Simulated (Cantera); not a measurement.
Feed: 1 mol NH3, 0.029 mol SO2, at 3473 K.

Equilibrium computed with Cantera from the NASA thermochemical tables; the gas is ideal and each condensed phase is pure. Candidate condensed phases: H2O, H2SO4, S; 35 gas species. Kinetics and transport are ignored.

### Question
At 3150 Torr, list the 7 most abundant gas species with their mole fractions, and the condensed phases.

### Answer
H2 0.541, N2 0.222, H 0.199, H2O 0.0206, S 0.00590, SH 0.00490, OH 0.00344. Condensed: gas only.
